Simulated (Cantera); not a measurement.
A Cantera script and what it prints.

```python
import numpy as np
import cantera as ct

gas_names = [...]  # 109 gases of nasa_gas.yaml made of C, Cl, H, Si
cond_names = """
    C(gr) C6H6(L) C7H8(L) C8H18(L),n-octa Si(cr) Si(L) SiC(b)
""".split()


# ... load() reads the species with a 1 bar reference pressure and builds the phases ...
atoms = {
    '(CH3)2SiCl2': {'C': 2, 'H': 6, 'Si': 1, 'CL': 2},
    'C3H8': {'C': 3, 'H': 8},
    'H2': {'H': 2},
}
top_T = {'C(gr)': 4500, 'SiC(b)': 3050}  # K; cautious upper limits of use, not melting points


# ... equilibrate(T, P, feed) seeds the gas with the atoms and calls Mixture.equilibrate('TP', solver="vcs", rtol=1e-11, max_steps=5000) ...
results = []
feed = {'(CH3)2SiCl2': 1, 'C3H8': 0.026, 'H2': 33}  # mol
T = 2150  # K
for P in [100, 320, 1000, 3200, 10000, 32000, 100000]:
    mix = equilibrate(T, P, feed)
    results.append((T, P, feed, dict(zip(mix.species_names, mix.species_moles))))

top = {s: max(r[3][s] / sum(r[3][g] for g in gas_names) for r in results) for s in gas_names}
cols = sorted((s for s in top if top[s] > 0.001), key=lambda s: -top[s])[:6]
seen = [c for c in cond_names if any(r[3].get(c, 0) > 1e-12 for r in results)]
print("log10 of partial pressures in bar; condensed amounts in mol")
print(f"{'P/Pa':>10s}" + "".join(f"{s[:9]:>10s}" for s in cols + seen))
for T, P, feed, n in results:
    ng = sum(n[g] for g in gas_names)
    print(f"{P:10.4g}" + "".join(f"{np.log10(max(n[s] / ng * P / 1e5, 1e-99)):10.3f}" for s in cols)
          + "".join(f"{n.get(c, 0):10.4g}" for c in seen))
```

Result:

```
log10 of partial pressures in bar; condensed amounts in mol
      P/Pa        H2         H       HCL        Si        CL C2H2,acet     C(gr)    SiC(b)
       100    -3.093    -3.922    -4.363    -4.700    -5.327    -5.806     1.784         0
       320    -2.555    -3.653    -3.818    -4.686    -5.051    -5.268     1.226    0.6682
      1000    -2.044    -3.397    -3.302    -4.686    -4.791    -4.757     1.051    0.8775
      3200    -1.530    -3.140    -2.786    -4.686    -4.532    -4.243    0.9926    0.9453
     1e+04    -1.031    -2.890    -2.285    -4.686    -4.280    -3.743     0.973    0.9669
   3.2e+04    -0.523    -2.636    -1.777    -4.686    -4.026    -3.236    0.9639    0.9743
     1e+05    -0.027    -2.388    -1.280    -4.686    -3.777    -2.739    0.9543    0.9768
```

Cantera equilibrium calculation (NASA polynomials, part measured and part estimated; ideal gas, pure solids and liquids). The feed counts by its element totals alone. The tables' values for SiCl are old estimates; treat these amounts as uncertain. Gases not in the tables: Si2H6 and higher silanes.
